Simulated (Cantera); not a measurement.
Input (Python, Cantera):

```python
import numpy as np
import cantera as ct

gas = ct.Solution("h2o2.yaml")
gas.TPX = 1100, 34000, {'H2': 0.78, 'O2': 1, 'N2': 11}
reactor = ct.IdealGasConstPressureReactor(gas, energy="off", clone=False)
net = ct.ReactorNet([reactor])
net.rtol, net.atol = 1e-08, 1e-18
show = ['H2', 'O2', 'OH', 'HO2', 'H2O2']
times = np.geomspace(3e-05, 50, 15)

steps = ct.SolutionArray(gas, extra=["t"])
rows = []
print(f"{'t/s':>10s}{'T/K':>9s}{'P/Pa':>11s}" + "".join(f"{s:>11s}" for s in show))
for t in times:
    while net.time < t:
        t_next = net.step()
        steps.append(gas.state, t=t_next)
    rows.append([np.interp(t, steps.t, y) for y in (steps.T, steps.P, *steps(*show).X.T)])
    print(f"{t:10.3e}{rows[-1][0]:9.1f}{rows[-1][1]:11.4g}" + "".join(f"{x:11.3e}" for x in rows[-1][2:]))
rate = np.gradient(steps.T, steps.t)
print("integrator steps:", len(steps.t))
if steps.T.max() > steps.T[0] + 200:
    print(f"time of steepest temperature rise: {steps.t[rate.argmax()]:.4e} s")
gas.TPX = 1100, 34000, {'H2': 0.78, 'O2': 1, 'N2': 11}
gas.equilibrate("TP")
print(f"equilibrium (TP): T = {gas.T:.1f} K  " + "  ".join(f"{s} {gas[s].X[0]:.3e}" for s in show))
```

It prints:

```
       t/s      T/K       P/Pa         H2         O2         OH        HO2       H2O2
 3.000e-05   1100.0    3.4e+04  6.103e-02  7.825e-02  5.263e-11  4.585e-10  3.262e-13
 8.347e-05   1100.0    3.4e+04  6.103e-02  7.825e-02  4.868e-10  1.704e-09  2.927e-12
 2.323e-04   1100.0    3.4e+04  6.103e-02  7.825e-02  6.835e-08  9.060e-08  1.468e-10
 6.462e-04   1100.0    3.4e+04  1.340e-02  5.630e-02  1.645e-03  1.342e-05  1.264e-06
 1.798e-03   1100.0    3.4e+04  5.920e-04  4.932e-02  3.001e-04  9.112e-06  1.280e-06
 5.003e-03   1100.0    3.4e+04  7.448e-05  4.923e-02  7.507e-05  2.836e-06  4.822e-07
 1.392e-02   1100.0    3.4e+04  1.002e-05  4.923e-02  2.968e-05  5.841e-07  1.396e-07
 3.873e-02   1100.0    3.4e+04  1.144e-06  4.923e-02  1.330e-05  1.081e-07  3.767e-08
 1.078e-01   1100.0    3.4e+04  1.480e-07  4.923e-02  6.570e-06  2.444e-08  1.072e-08
 2.998e-01   1100.0    3.4e+04  3.233e-08  4.923e-02  3.554e-06  7.081e-09  3.407e-09
 8.343e-01   1100.0    3.4e+04  9.615e-09  4.923e-02  2.032e-06  2.435e-09  1.168e-09
 2.321e+00   1100.0    3.4e+04  3.240e-09  4.923e-02  1.201e-06  1.077e-09  4.197e-10
 6.459e+00   1100.0    3.4e+04  1.260e-09  4.923e-02  7.419e-07  7.669e-10  1.633e-10
 1.797e+01   1100.0    3.4e+04  7.164e-10  4.923e-02  5.318e-07  7.909e-10  8.519e-11
 5.000e+01   1100.0    3.4e+04  6.462e-10  4.923e-02  4.936e-07  8.136e-10  7.372e-11
integrator steps: 1915
equilibrium (TP): T = 1100.0 K  H2 6.454e-10  O2 4.923e-02  OH 4.932e-07  HO2 8.139e-10  H2O2 7.360e-11
```

Detailed kinetics in Cantera: the H2/O2 subset of GRI-Mech 3.0, which has no nitrogen chemistry. The temperature is held fixed by assumption; the heat of reaction is taken as removed at once.
